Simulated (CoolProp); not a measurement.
A simple Rankine cycle with dimethyl ether: condensing at 309.15 K, boiler at 2.85 MPa, turbine inlet 405.5 K, turbine efficiency 0.65, pump efficiency 0.8, no recuperator. Each further row changes one setting.

Model: reference Helmholtz-energy equation of state, Wu 2011, in CoolProp.

| case | thermal efficiency (%) | net work (kJ/kg) | heat in (kJ/kg) | turbine exit temperature (K) | volume ratio over the turbine |
|---|---|---|---|---|---|
| as stated | 8.5 | 43.4 | 511 | 357.0 | 3.64 |
| turbine inlet 425.5 K | 8.6 | 47.6 | 554 | 379.0 | 3.57 |
| condensing temperature 301.15 K | 9.6 | 51.0 | 531 | 350.2 | 4.50 |
| boiler pressure 1.99 MPa | 6.5 | 34.3 | 531 | 373.4 | 2.47 |
| turbine efficiency 0.55 | 7.1 | 36.1 | 511 | 361.1 | 3.69 |
